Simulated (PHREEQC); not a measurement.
Copper plating or etch bath: an equilibrium model

Consider water at 55 °C with 0.0018 mol CuSO4, 0.00055 mol H2SO4 and 0.29 mol KCl per kg of water. Closed to the air; pH follows from the charge balance.

All values are PHREEQC results (ion-association model, phreeqc.dat), not measurements.

Each row changes one thing in this solution. No solid was allowed to form.

| case | pH | SO4-2 (mol/kgw) | KSO4- (mol/kgw) | HSO4- (mol/kgw) | SI of Sylvite (KCl) |
|---|---|---|---|---|---|
| as made | 3.10 | 0.00131 | 0.000950 | 6.87e-5 | -2.46 |
| diluted 5-fold with water | 3.75 | 0.000362 | 9.71e-5 | 6.80e-6 | -3.71 |
| CuSO4 replaced by KHSO4 at the same molality | 2.68 | 0.00126 | 0.000917 | 0.000174 | -2.46 |
| 0.026 mol/kgw LiNO3 added | 3.10 | 0.00131 | 0.000917 | 6.65e-5 | -2.47 |
| CuSO4 from 0.0018 to 0.0009 mol/kgw | 3.09 | 0.000811 | 0.000590 | 4.36e-5 | -2.46 |

Away from 25 °C the constants follow the database's enthalpies or fits; those with neither stay at their 25 °C values.
